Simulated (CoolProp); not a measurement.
A simple Rankine cycle with isobutane: condensing at 301.15 K, boiler at 1.12 MPa, turbine inlet 346.6 K, turbine efficiency 0.9, pump efficiency 0.7, no recuperator. Each further row changes one setting.

Model: reference Helmholtz-energy equation of state, Bücker 2006, in CoolProp.

| case | thermal efficiency (%) | net work (kJ/kg) | heat in (kJ/kg) | turbine exit temperature (K) | volume ratio over the turbine |
|---|---|---|---|---|---|
| as stated | 9.6 | 36.7 | 384 | 312.9 | 3.07 |
| turbine inlet 366.6 K | 9.5 | … | 429 | 334.6 | 2.99 |
| condensing temperature 293.15 K | … | … | … | 306.5 | … |
| boiler pressure 0.784 MPa | 6.7 | … | 398 | 325.7 | … |
| turbine efficiency 0.8 | 8.5 | … | 384 | 315.2 | 3.10 |

Problem. Fill in the missing entries.

Solution. 
- turbine inlet 366.6 K, net work (kJ/kg): 40.7
- condensing temperature 293.15 K, thermal efficiency (%): 11.2
- condensing temperature 293.15 K, net work (kJ/kg): 45.1
- condensing temperature 293.15 K, heat in (kJ/kg): 403
- condensing temperature 293.15 K, volume ratio over the turbine: 3.87
- boiler pressure 0.784 MPa, net work (kJ/kg): 26.6
- boiler pressure 0.784 MPa, volume ratio over the turbine: 2.06
- turbine efficiency 0.8, net work (kJ/kg): 32.4
